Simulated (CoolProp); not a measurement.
R152A at 298.15 K and 0.318 MPa is throttled through a valve to 0.0428 MPa with no heat exchange. Each further row changes one setting.

Values from CoolProp's reference Helmholtz-energy equation of state, Outcalt 1996. It is a modified Benedict-Webb-Rubin equation, recast in Helmholtz form.

```json
[
 {"case": "as stated", "temperature change (K)": "…", "final density (kg/m³)": "…"},
 {"case": "outlet pressure 0.0128 MPa", "temperature change (K)": "…", "final density (kg/m³)": "…"},
 {"case": "outlet pressure 0.0556 MPa", "temperature change (K)": "…", "final density (kg/m³)": "…"}
]
```

**Question.** Complete the blanks.

**Answer.** 
- as stated, temperature change (K): -8.2
- as stated, final density (kg/m³): 1.18
- outlet pressure 0.0128 MPa, temperature change (K): -9.1
- outlet pressure 0.0128 MPa, final density (kg/m³): 0.353
- outlet pressure 0.0556 MPa, temperature change (K): -7.8
- outlet pressure 0.0556 MPa, final density (kg/m³): 1.54
